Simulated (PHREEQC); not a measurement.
Consider water at 82 °C with 0.03 mol NH3 and 0.011 mol K2SiO3 per kg of water. Closed to the air; pH follows from the charge balance.

The numbers come from PHREEQC with the ion-association model, phreeqc.dat.

This is a speciation only: nothing precipitates in the calculation.

Problem. Predict the pH, ionic strength.

Solution. pH 10.52; ionic strength 0.0226 mol/kgw.

Problem. In which forms is Si present?

Solution. H3SiO4- 92 %, H2SiO4-2 4.6 %, H4SiO4 3.9 % of the Si.

Complexes and solids missing from the database can't appear. Constants without temperature data keep their 25 °C values here.
